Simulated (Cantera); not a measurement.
What does this Cantera script print?

```python
import numpy as np
import cantera as ct

gas_names = """
    C CH CH2 CH3 CH2OH CH3O CH4 CH3OH CO CO2 COOH C2 C2H CHCO,ketyl C2H2,acetylene C2H2,vinylidene
    CH2CO,ketene C2H3,vinyl CH3CO,acetyl C2H4 C2H4O,ethylen CH3CHO,ethanal CH3COOH (HCOOH)2 C2H5 C2H6
    CH3OCH3 C2H5OH C2O C3 C3H3,propargyl C3H4,allene C3H4,propyne C3H4,cyclo- C3H5,allyl C3H6,propylene
    C3H6,cyclo- C3H6O C3H7,n-propyl C3H7,i-propyl C3H8 C3H8O,1propanol C3H8O,2propanol C3O2 C4 C4H2
    C4H4,1,3-cyclo- C4H6,butadiene C4H6,2-butyne C4H6,cyclo- C4H8,1-butene C4H8,cis2-buten
    C4H8,tr2-butene C4H8,isobutene C4H8,cyclo- (CH3COOH)2 C4H9,n-butyl C4H9,i-butyl C4H9,s-butyl
    C4H9,t-butyl C4H10,isobutane C4H10,n-butane C5 C5H6,1,3cyclo- C5H8,cyclo- C5H10,1-pentene
    C5H10,cyclo- C5H11,pentyl C5H11,t-pentyl C5H12,n-pentane C5H12,i-pentane CH3C(CH3)2CH3 C6H2
    C6H5,phenyl C6H5O,phenoxy C6H6 C6H5OH,phenol C6H10,cyclo- C6H12,1-hexene C6H12,cyclo- C6H13,n-hexyl
    C7H7,benzyl C7H8 C7H8O,cresol C7H14,1-heptene C7H15,n-heptyl C7H16,n-heptane C8H8,styrene
    C8H10,ethylbenz C8H16,1-octene C8H17,n-octyl C8H18,isooctane C8H18,n-octane C9H19,n-nonyl
    C10H8,naphthale C10H21,n-decyl C12H9,o-bipheny C12H10,bipheny H HCO HO2 H2 HCHO,formaldehy HCOOH H2O
    H2O2 O OH O2 O3 Pb PbO Pb2
""".split()
cond_names = """
    C(gr) C6H6(L) C7H8(L) C8H18(L),n-octa H2O(s) H2O(L) Pb(cr) Pb(L) PbO(rd) PbO(yw) PbO(L) PbO2(s)
    Pb3O4(s)
""".split()


def load(file, names, dense=False):
    # The tables refer to 1 bar. Condensed volumes are neglected.
    table = {s.name: s for s in ct.Species.list_from_file(file)}
    out = []
    for n in names:
        d = dict(table[n].input_data)
        d["thermo"] = dict(d["thermo"], **{"reference-pressure": 1e5})
        if dense:
            d["equation-of-state"] = {"model": "constant-volume", "density": "1e6 g/cm^3"}
        out.append(ct.Species.from_dict(d))
    return out


gas = ct.Solution(thermo="ideal-gas", species=load("nasa_gas.yaml", gas_names))
cond = {s.name: ct.Solution(thermo="fixed-stoichiometry", species=[s], name=s.name)
        for s in load("nasa_condensed.yaml", cond_names, dense=True)}
atoms = {
    'PbO': {'Pb': 1, 'O': 1},
    'C': {'C': 1},
    'H2': {'H': 2},
    'CO': {'C': 1, 'O': 1},
}
top_T = {'C(gr)': 4500, 'Pb3O4(s)': 820}  # K; cautious upper limits of use, not melting points


def equilibrate(T, P, feed):
    n = {}
    for name, mol in feed.items():
        for a, k in atoms[name].items():
            n[a] = n.get(a, 0.0) + k * mol
    gas.TPX = T, P, n
    mass = sum(n.values()) * gas.mean_molecular_weight
    gas.equilibrate("TP")
    valid = [c for c in cond.values() if c.min_temp <= T <= top_T.get(c.name, c.max_temp)]
    mix = ct.Mixture([(gas, mass / gas.mean_molecular_weight)] + [(c, 0.0) for c in valid])
    mix.T, mix.P = T, P
    mix.equilibrate("TP", solver="vcs", rtol=1e-11, max_steps=5000)
    return mix


results = []
feed = {'PbO': 1, 'C': 1.1, 'H2': 0.75, 'CO': 5}  # mol
T = 1850  # K
for P in [10, 100, 1000, 10000, 100000, 1000000]:
    mix = equilibrate(T, P, feed)
    results.append((T, P, feed, dict(zip(mix.species_names, mix.species_moles))))
    x = sorted(zip(gas.X, gas.species_names), reverse=True)
    print(f"T = {T:g} K  P = {P:g} Pa  gas = {mix.phase_moles(0):.4g} mol")
    print("   x: " + "  ".join(f"{s} {v:.3e}" for v, s in x if v > 1e-06))
    print("   condensed (mol): " + ("  ".join(f"{mix.phase(i).name} {mix.phase_moles(i):.4g}"
          for i in range(1, mix.n_phases) if mix.phase_moles(i) > 1e-12) or "none"))
```

It prints:

```
T = 1850 K  P = 10 Pa  gas = 7.812 mol
   x: CO 7.680e-01  Pb 1.280e-01  H2 8.799e-02  H 1.598e-02  C2H2,acetylene 2.301e-05
   condensed (mol): C(gr) 0.09964
T = 1850 K  P = 100 Pa  gas = 7.77 mol
   x: CO 7.722e-01  Pb 1.287e-01  H2 9.389e-02  H 5.220e-03  C2H2,acetylene 2.456e-05
   condensed (mol): C(gr) 0.09962
T = 1850 K  P = 1000 Pa  gas = 7.756 mol
   x: CO 7.735e-01  Pb 1.289e-01  H2 9.583e-02  H 1.668e-03  C2H2,acetylene 2.507e-05  Pb2 1.104e-06
   condensed (mol): C(gr) 0.09961
T = 1850 K  P = 10000 Pa  gas = 7.752 mol
   x: CO 7.740e-01  Pb 1.290e-01  H2 9.646e-02  H 5.291e-04  C2H2,acetylene 2.523e-05  Pb2 1.105e-05  CO2 3.342e-06  H2O 1.673e-06
   condensed (mol): C(gr) 0.09964
T = 1850 K  P = 100000 Pa  gas = 7.749 mol
   x: CO 7.742e-01  Pb 1.288e-01  H2 9.664e-02  H 1.675e-04  Pb2 1.102e-04  CO2 3.343e-05  C2H2,acetylene 2.528e-05  H2O 1.676e-05  CH4 6.114e-06
   condensed (mol): C(gr) 0.09995
T = 1850 K  P = 1e+06 Pa  gas = 7.008 mol
   x: CO 8.551e-01  H2 1.066e-01  Pb 3.739e-02  CO2 4.079e-04  H2O 2.042e-04  Pb2 9.288e-05  CH4 7.440e-05  H 5.562e-05  C2H2,acetylene 2.788e-05
   condensed (mol): C(gr) 0.1034  Pb(L) 0.7366
```

Cantera equilibrium calculation (NASA polynomials, part measured and part estimated; ideal gas, pure solids and liquids).
